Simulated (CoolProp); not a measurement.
Vapour-liquid equilibrium of carbonyl sulfide (1) + propane (2) at 214.8 K; x and y are mole fractions of (1).

The numbers come from the multi-fluid Helmholtz-energy mixture model, Lemmon 2006 and Lemmon 2009; pair parameters Bell 2016 in CoolProp.

| x | bubble pressure (kPa) | y at the bubble point | dew pressure at overall composition x (kPa) | liquid density (mol/L) |
|---|---|---|---|---|
| 0.05 | 48.25 | 0.082 | 47.59 | 13.81 |
| 0.2 | 52.40 | 0.279 | 50.74 | 14.53 |
| 0.35 | 55.71 | 0.438 | 53.89 | 15.32 |
| 0.5 | 58.61 | 0.582 | 56.97 | 16.19 |
| 0.65 | 61.38 | 0.717 | 60.00 | 17.16 |
| 0.8 | 64.19 | 0.846 | 63.15 | 18.22 |
| 0.95 | 67.17 | 0.964 | 66.78 | 19.41 |

No azeotrope shows between x = 0.05 and 0.95.

Pair parameters are fitted to limited data, so mixtures are less certain than the pure fluids.
